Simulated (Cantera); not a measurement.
A perfectly stirred reactor is fed with H₂ : O₂ : H₂O = 0.019 : 1 : 0.02 (molar parts), equivalence ratio 0.0095, at 0.0133 bar; it is held at 1200 K, and followed from long to short residence time.

Model: GRI-Mech 3.0 (53 species, 325 reactions), integrated in Cantera. Radical loss at walls, strong at low pressure, is not modelled.

**Question.** Predict: x(H₂) at τ = 12.0 s; x(O₂) at τ = 12.0 s; x(H₂O) at τ = 12.0 s; x(H₂O₂) at τ = 12.0 s; x(O) at τ = 12.0 s; x(H₂) at τ = 92.0 ms; x(O₂) at τ = 92.0 ms; x(H₂O) at τ = 92.0 ms; x(H₂O₂) at τ = 92.0 ms; x(O) at τ = 92.0 ms.

**Answer.** 
```
Item                      Result
----------------------  --------
x(H₂) at τ = 12.0 s      1.94e-5
x(O₂) at τ = 12.0 s        0.962
x(H₂O) at τ = 12.0 s      0.0377
x(H₂O₂) at τ = 12.0 s    2.51e-8
x(O) at τ = 12.0 s      0.000384
x(H₂) at τ = 92.0 ms    0.000348
x(O₂) at τ = 92.0 ms       0.955
x(H₂O) at τ = 92.0 ms     0.0363
x(H₂O₂) at τ = 92.0 ms   6.65e-8
x(O) at τ = 92.0 ms      0.00647
```
